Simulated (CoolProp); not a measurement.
Vapour-liquid equilibrium of n-octane (1) + p-xylene (2) at 0.12 MPa; x and y are mole fractions of (1).

The numbers come from the multi-fluid Helmholtz-energy mixture model, Beckmüller 2019 and Zhou 2012; pair parameters Bell 2016 in CoolProp.

Problem. Give the bubble temperature and the first vapour's composition at x = 0.05, 0.65, 0.95. Is there an azeotrope?

Solution. x = 0.05: 416.5 K, y = 0.081; x = 0.65: 407.5 K, y = 0.704; x = 0.95: 405.3 K, y = 0.957. No azeotrope shows between x = 0.05 and 0.95.

The pair parameters rest on a limited set of measurements; away from them the model extrapolates.
